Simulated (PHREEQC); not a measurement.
HCl is added in steps, without added water, to 1 kg of water holding 0.0063 mol/kgw ZnCl2, 0.078 mol/kgw KCl and 5.7e-05 mol/kgw H2SO4, at 25 °C. Oxygen is held at 0.21 atm. No CO2 enters from the air. Solids allowed: Zincite(c), Zn4(OH)6SO4, Zn5(OH)8Cl2, Goslarite. Others were left out.

Base run: PHREEQC, ion-association model, wateq4f.dat. Each further column changes one thing. The table gives HSO4- (mol/kgw).

```tsv
HCl added (mol)	base	all activity coefficients set to 1	metal-ligand complexes left out	Debye-Hückel limiting law	database phreeqc.dat
0	1.80e-7	2.32e-7	2.51e-7	1.22e-7	1.81e-7
0.0002925	6.37e-7	8.18e-7	8.84e-7	4.31e-7	6.38e-7
0.0006825	1.23e-6	1.58e-6	1.70e-6	8.37e-7	1.24e-6
0.000975	1.67e-6	2.14e-6	2.30e-6	1.14e-6	1.68e-6
0.001267	2.10e-6	2.69e-6	2.89e-6	1.43e-6	2.11e-6
0.001657	2.67e-6	3.40e-6	3.65e-6	1.82e-6	2.67e-6
0.00195	3.08e-6	3.93e-6	4.20e-6	2.11e-6	3.09e-6
0.002243	3.49e-6	4.44e-6	4.74e-6	2.39e-6	3.50e-6
0.002632	4.03e-6	5.11e-6	5.45e-6	2.76e-6	4.03e-6
0.002925	4.42e-6	5.61e-6	5.96e-6	3.03e-6	4.43e-6
0.003217	4.81e-6	6.09e-6	6.47e-6	3.30e-6	4.82e-6
0.003608	5.32e-6	6.72e-6	7.12e-6	3.65e-6	5.33e-6
0.0039	5.69e-6	7.19e-6	7.60e-6	3.91e-6	5.70e-6
```

 phreeqc.dat and wateq4f.dat share most of their constants, so their agreement is no independent check. Solids allowed in the column 'database phreeqc.dat': Sylvite, Zn(OH)2(e).
